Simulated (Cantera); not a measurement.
A freely propagating, adiabatic, planar premixed flame of 3.21 % CH4, 2.79 % C2H6, 0.835 % C3H8, 23.5 % O2, 69.7 % N2, unburnt at 450 K and 5.00 bar; mixture-averaged transport, grid criteria slope 0.08 and curve 0.16, no radiation.

Model: GRI-Mech 3.0 (53 species, 325 reactions), integrated in Cantera. Burning velocities carry a grid error of a few per cent, more on coarse grids.

**Question.** Predict: laminar burning velocity; thermal thickness; peak x(H2); peak x(OH); peak x(CH3).

**Answer.** 
```json
{
  "laminar_burning_velocity": "70.1 cm/s",
  "thermal_thickness": "0.0755 mm",
  "peak x(H2)": "0.0135",
  "peak x(OH)": "0.0105",
  "peak x(CH3)": "0.00188"
}
```
